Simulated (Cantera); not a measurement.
Input (Python, Cantera):

```python
import numpy as np
import cantera as ct

gas = ct.Solution("gri30.yaml")
gas.TPX = 750, 110000, {'CH4': 1, 'C2H6': 0.14, 'O2': 2.26, 'N2': 8.51, 'H2O': 0.47}
inlet = ct.Reservoir(gas, clone=True)
gas.equilibrate("HP")  # start burning
reactor = ct.IdealGasConstPressureReactor(gas, energy="on", clone=False)
exhaust = ct.Reservoir(gas, clone=True)
tau = [0.3, 0.12, 0.049, 0.02, 0.008, 0.0032, 0.0013, 0.00053, 0.00021, 8.6e-05, 3.5e-05, 1.4e-05][0]
for a, b in ((inlet, reactor), (reactor, exhaust)):
    ct.MassFlowController(a, b, mdot=lambda t: reactor.mass / tau)
net = ct.ReactorNet([reactor])
show = ['CH4', 'C2H6', 'O2', 'H2O', 'NO', 'H', 'C2H']

rows = []
print(f"{'tau/s':>10s}{'T/K':>9s}" + "".join(f"{s:>11s}" for s in show))
for tau in [0.3, 0.12, 0.049, 0.02, 0.008, 0.0032, 0.0013, 0.00053, 0.00021, 8.6e-05, 3.5e-05, 1.4e-05]:
    net.initial_time = 0.0
    net.advance(30 * tau)
    before = gas.X
    net.advance(40 * tau)
    drift = np.max(np.abs(gas.X - before) / (gas.X + 1e-9))
    rows.append([gas.T, *gas[show].X, drift])
    print(f"{tau:10.3e}{gas.T:9.1f}" + "".join(f"{x:11.3e}" for x in gas[show].X))
```

Result:

```
     tau/s      T/K        CH4       C2H6         O2        H2O         NO          H        C2H
 3.000e-01   2404.0  5.991e-07  6.541e-09  2.580e-03  2.077e-01  1.809e-03  1.980e-03  3.310e-10
 1.200e-01   2401.1  1.426e-06  1.628e-08  2.751e-03  2.074e-01  1.667e-03  2.064e-03  8.109e-10
 4.900e-02   2394.6  3.176e-06  3.953e-08  3.106e-03  2.068e-01  1.438e-03  2.244e-03  1.902e-09
 2.000e-02   2380.9  6.643e-06  9.558e-08  3.781e-03  2.056e-01  1.149e-03  2.609e-03  4.284e-09
 8.000e-03   2355.5  1.328e-05  2.341e-07  4.951e-03  2.034e-01  8.551e-04  3.301e-03  9.162e-09
 3.200e-03   2315.5  2.576e-05  5.656e-07  6.696e-03  1.999e-01  5.992e-04  4.469e-03  1.774e-08
 1.300e-03   2262.8  5.007e-05  1.325e-06  8.936e-03  1.956e-01  3.997e-04  6.181e-03  3.059e-08
 5.300e-04   2201.1  1.022e-04  3.082e-06  1.160e-02  1.907e-01  2.581e-04  8.351e-03  4.932e-08
 2.100e-04   2133.3  2.328e-04  7.581e-06  1.496e-02  1.859e-01  1.629e-04  1.058e-02  8.285e-08
 8.600e-05   2064.2  5.922e-04  1.995e-05  1.993e-02  1.821e-01  1.023e-04  1.164e-02  1.608e-07
 3.500e-05    750.0  8.078e-02  1.131e-02  1.826e-01  3.796e-02  7.136e-20  4.215e-21  2.468e-40
 1.400e-05    750.0  8.078e-02  1.131e-02  1.826e-01  3.796e-02 -4.530e-24  2.526e-21 -3.867e-42
```

Computed with Cantera and GRI-Mech 3.0 (53 species, 325 reactions).
